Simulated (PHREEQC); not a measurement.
## Alkaline etch or developer

A solution holds 0.25 mol TMAH, 0.00039 mol K2SiO3 and 0.31 mol (CH3)4NCl per kg of water, at 20 °C. Closed to the air; pH follows from the charge balance.

Computed with PHREEQC (ion-association model, wateq4f.dat).

Each row changes one thing in this solution. Precipitation was switched off in this run.

| case | pH | H2SiO4-2 (mol/kgw) | H3SiO4- (mol/kgw) | H4SiO4 (mol/kgw) | SI of Quartz (SiO2) |
|---|---|---|---|---|---|
| as made | 13.37 | 0.000299 | 9.07e-5 | 1.77e-8 | -3.62 |
| temperature from 20 to 75 °C | … | 0.000256 | 0.000134 | 1.74e-7 | -3.34 |
| temperature from 20 to 30 °C | 13.04 | 0.000292 | 9.77e-5 | 2.88e-8 | … |
| (CH3)4NCl left out | … | 0.000293 | 9.69e-5 | 2.04e-8 | -3.60 |
| temperature from 20 to 50 °C | 12.47 | 0.000278 | 0.000112 | 6.83e-8 | -3.45 |
| TMAH from 0.25 to 0.5 mol/kgw | 13.65 | 0.000340 | 4.97e-5 | 4.57e-9 | -4.18 |

Task: Some entries are withheld; supply them.

Result: 
- temperature from 20 to 75 °C, pH: 11.89
- temperature from 20 to 30 °C, SI of Quartz (SiO2): -3.56
- (CH3)4NCl left out, pH: 13.41

The ionic strength passes 0.7 mol/kgw, the rough limit of the ion-association models, in TMAH from 0.25 to 0.5 mol/kgw. (CH3)4N+ isn't in the database: it is added as a free cation with an ion size of 4 Å. Away from 25 °C the constants follow the database's enthalpies or fits; those with neither stay at their 25 °C values.
